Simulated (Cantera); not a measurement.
A Cantera script and its output.

```python
import numpy as np
import cantera as ct

gas = ct.Solution("gri30.yaml")
gas.TPX = 1025, 1000000, {'CO': 0.0014, 'O2': 0.0056, 'H2O': 0.00064, 'N2': 1}
reactor = ct.IdealGasConstPressureReactor(gas, energy="off", clone=False)
net = ct.ReactorNet([reactor])
net.rtol, net.atol = 1e-08, 1e-18
show = ['CO', 'O2', 'H2O', 'N2O', 'NO', 'O', 'OH']
times = np.geomspace(1e-06, 3, 10)

steps = ct.SolutionArray(gas, extra=["t"])
rows = []
print(f"{'t/s':>10s}{'T/K':>9s}{'P/Pa':>11s}" + "".join(f"{s:>11s}" for s in show))
for t in times:
    while net.time < t:
        t_next = net.step()
        steps.append(gas.state, t=t_next)
    rows.append([np.interp(t, steps.t, y) for y in (steps.T, steps.P, *steps(*show).X.T)])
    print(f"{t:10.3e}{rows[-1][0]:9.1f}{rows[-1][1]:11.4g}" + "".join(f"{x:11.3e}" for x in rows[-1][2:]))
rate = np.gradient(steps.T, steps.t)
print("integrator steps:", len(steps.t))
if steps.T.max() > steps.T[0] + 200:
    print(f"time of steepest temperature rise: {steps.t[rate.argmax()]:.4e} s")
gas.TPX = 1025, 1000000, {'CO': 0.0014, 'O2': 0.0056, 'H2O': 0.00064, 'N2': 1}
gas.equilibrate("TP")
print(f"equilibrium (TP): T = {gas.T:.1f} K  " + "  ".join(f"{s} {gas[s].X[0]:.3e}" for s in show))
```

Output:

```
       t/s      T/K       P/Pa         CO         O2        H2O        N2O         NO          O         OH
 1.000e-06   1025.0      1e+06  1.389e-03  5.558e-03  6.351e-04  7.910e-19  8.243e-26  1.456e-13  1.399e-16
 5.244e-06   1025.0      1e+06  1.389e-03  5.558e-03  6.351e-04  2.062e-17  2.648e-24  7.620e-13  1.559e-15
 2.750e-05   1025.0      1e+06  1.389e-03  5.558e-03  6.351e-04  5.521e-16  9.312e-23  3.954e-12  2.507e-14
 1.442e-04   1025.0      1e+06  1.389e-03  5.558e-03  6.351e-04  1.464e-14  2.751e-21  1.965e-11  2.721e-13
 7.563e-04   1025.0      1e+06  1.389e-03  5.558e-03  6.351e-04  3.380e-13  6.575e-20  7.941e-11  1.420e-12
 3.966e-03   1025.0      1e+06  1.389e-03  5.558e-03  6.351e-04  4.719e-12  1.025e-18  1.593e-10  4.467e-12
 2.080e-02   1025.0      1e+06  1.389e-03  5.558e-03  6.351e-04  3.653e-11  1.330e-17  2.130e-10  1.758e-11
 1.091e-01   1025.0      1e+06  1.389e-03  5.557e-03  6.351e-04  4.454e-10  8.322e-16  8.181e-10  1.853e-10
 5.721e-01   1025.0      1e+06  1.338e-03  5.532e-03  6.350e-04  2.217e-08  2.691e-13  6.211e-09  2.647e-09
 3.000e+00   1025.0      1e+06  1.011e-03  5.369e-03  6.348e-04  1.586e-07  8.256e-12  5.466e-09  2.646e-09
integrator steps: 389
equilibrium (TP): T = 1025.0 K  CO 8.852e-13  O2 4.863e-03  H2O 6.356e-04  N2O 2.000e-09  NO 7.027e-06  O 7.324e-12  OH 3.249e-09
```

Model: GRI-Mech 3.0 (53 species, 325 reactions), integrated in Cantera.
